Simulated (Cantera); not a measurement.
Charge: 1 mol SiF₄, 3.9 mol N₂, 5.2 mol NH₃, equilibrated at 1.30 mbar.

Equilibrium computed with Cantera from the NASA thermochemical tables; the gas is ideal and each condensed phase is pure. Candidate condensed phases: Si, Si₃N₄; 37 gas species. The tables' values for SiF₃, SiF₂ are old estimates; treat these amounts as uncertain. Rates play no part.

log p: log10 of the partial pressure in bar; n: condensed amount in mol.

```tsv
T (°C)	log p H₂	log p N₂	log p SiF₄	log p HF	n Si₃N₄(s)
452	-3.18	-3.26	-4.07	-7.36	3.71e-5
502	-3.18	-3.26	-4.07	-7.05	7.66e-5
552	-3.18	-3.26	-4.07	-6.77	0.000145
602	-3.18	-3.26	-4.07	…	…
652	-3.18	-3.26	-4.07	-6.31	0.000413
702	-3.18	-3.26	-4.07	-6.11	0.000637
752	-3.18	-3.26	-4.07	…	…
802	-3.18	-3.26	-4.07	-5.78	0.00126
852	-3.18	-3.26	-4.08	-5.64	0.00159
902	-3.18	-3.26	-4.08	-5.50	0.00179
952	-3.18	-3.26	-4.09	-5.39	0.00161
```

Question: Complete the blanks.

Answer: 
- 752, log p HF: -5.94
- 752, n Si₃N₄(s): 0.000925
- 602, log p HF: -6.53
- 602, n Si₃N₄(s): 0.000253
